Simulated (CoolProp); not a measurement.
Aqueous ammonia as a coolant, at -14 °C, 1 atm.

Values from CoolProp's Melinder's fits for secondary coolants.

```
mass %  freezing point (°C)  density (kg/m³)  cp (kJ/(kg K))  conductivity (W/(m K))  viscosity (mPa s)
------  -------------------  ---------------  --------------  ----------------------  -----------------
11.1                  -15.5            960.8           4.243                   0.464               3.46
14.4                  -22.0            951.4           4.248                   0.448               3.53
17.6                  -29.6            942.7           4.251                   0.431               3.64
20.8                  -39.0            934.5           4.254                   0.417               3.70
24.1                  -51.5            926.3           4.257                   0.405               3.67
27.3                  -67.2            918.5           4.262                   0.395               3.63
```
